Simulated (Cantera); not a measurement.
Feed: 1 mol HMDSO, 0.094 mol O3, 19 mol NO, held at 0.000110 bar.

Method: chemical equilibrium by Gibbs-energy minimisation in Cantera with the NASA 1993 tables (ideal gas, pure condensed phases). Candidate condensed phases: C, C6H6, C7H8, C8H18, H2O, Si, SiC, SiO2, Si2N2O, Si3N4; 151 gas species. The feed counts by its element totals alone. The tables hold silica as quartz up to 1696 K and as liquid above; real silica turns to tridymite and cristobalite and melts near 1996 K. Rates play no part.

Question: Which condensed phases are stable at each of these points (T (°C)): 552, 602, 652, 702, 752, 802, 852, 902, 952, 1002, 1052, 1102, 1152?

Answer: 
```tsv
T (°C)	condensed phases	Si condensed (%)
552	SiO2(α-quartz)	100.0
602	SiO2(β-quartz)	100.0
652	SiO2(β-quartz)	100.0
702	SiO2(β-quartz)	100.0
752	SiO2(β-quartz)	100.0
802	SiO2(β-quartz)	100.0
852	SiO2(β-quartz)	100.0
902	SiO2(β-quartz)	100.0
952	SiO2(β-quartz)	100.0
1002	SiO2(β-quartz)	100.0
1052	SiO2(β-quartz)	100.0
1102	SiO2(β-quartz)	100.0
1152	SiO2(β-quartz)	100.0
```

At 552 °C the condensed part is SiO2(α-quartz). From 602 °C to 1152 °C the condensed part is SiO2(β-quartz).
